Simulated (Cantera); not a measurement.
Input: 1 mol acetone, 0.014 mol O2, 0.39 mol H2, at 948.15 K.

Method: chemical equilibrium by Gibbs-energy minimisation in Cantera with the NASA 1993 tables (ideal gas, pure condensed phases). Candidate condensed phases: C, C6H6, C7H8, C8H18, H2O; 110 gas species. The feed counts by its element totals alone. The numbers say what is thermodynamically allowed, not how fast it happens.

At 0.0750 Torr, list the 4 most abundant gas species with their mole fractions, and the condensed phases.

H2 0.767, CO 0.233, H2O 1.72e-5, CH4 1.01e-5. Condensed: C(graphite).
